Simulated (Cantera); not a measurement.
A Cantera script and its output.

```python
import numpy as np
import cantera as ct

gas = ct.Solution("gri30.yaml")
gas.TPX = 400, 1000000, {'CH4': 1, 'O2': 3.03, 'N2': 16, 'CO2': 2.7}
inlet = ct.Reservoir(gas, clone=True)
gas.equilibrate("HP")  # start burning
reactor = ct.IdealGasConstPressureReactor(gas, energy="on", clone=False)
exhaust = ct.Reservoir(gas, clone=True)
tau = [0.17, 0.071, 0.03, 0.012, 0.0052, 0.0022, 0.00091, 0.00038, 0.00016, 6.6e-05][0]
for a, b in ((inlet, reactor), (reactor, exhaust)):
    ct.MassFlowController(a, b, mdot=lambda t: reactor.mass / tau)
net = ct.ReactorNet([reactor])
show = ['CH4', 'O2', 'CO2', 'H2O2', 'OH']

rows = []
print(f"{'tau/s':>10s}{'T/K':>9s}" + "".join(f"{s:>11s}" for s in show))
for tau in [0.17, 0.071, 0.03, 0.012, 0.0052, 0.0022, 0.00091, 0.00038, 0.00016, 6.6e-05]:
    net.initial_time = 0.0
    net.advance(30 * tau)
    before = gas.X
    net.advance(40 * tau)
    drift = np.max(np.abs(gas.X - before) / (gas.X + 1e-9))
    rows.append([gas.T, *gas[show].X, drift])
    print(f"{tau:10.3e}{gas.T:9.1f}" + "".join(f"{x:11.3e}" for x in gas[show].X))
```

It prints:

```
     tau/s      T/K        CH4         O2        CO2       H2O2         OH
 1.700e-01   1371.4  1.176e-04  4.602e-02  1.617e-01  1.647e-07  9.719e-06
 7.100e-02   1360.4  2.478e-04  4.684e-02  1.604e-01  4.420e-07  9.972e-06
 3.000e-02   1332.3  6.192e-04  4.895e-02  1.571e-01  1.505e-06  8.647e-06
 1.200e-02    400.0  4.399e-02  1.333e-01  1.188e-01  4.516e-19  1.347e-33
 5.200e-03    400.0  4.399e-02  1.333e-01  1.188e-01  7.973e-22  2.203e-34
 2.200e-03    400.0  4.399e-02  1.333e-01  1.188e-01  5.036e-23  1.039e-34
 9.100e-04    400.0  4.399e-02  1.333e-01  1.188e-01  3.181e-24  4.343e-35
 3.800e-04    400.0  4.399e-02  1.333e-01  1.188e-01  2.010e-25  1.809e-35
 1.600e-04    400.0  4.399e-02  1.333e-01  1.188e-01  1.269e-26  7.543e-36
 6.600e-05    400.0  4.399e-02  1.333e-01  1.188e-01  8.018e-28  3.057e-36
```

Computed with Cantera and GRI-Mech 3.0 (53 species, 325 reactions).
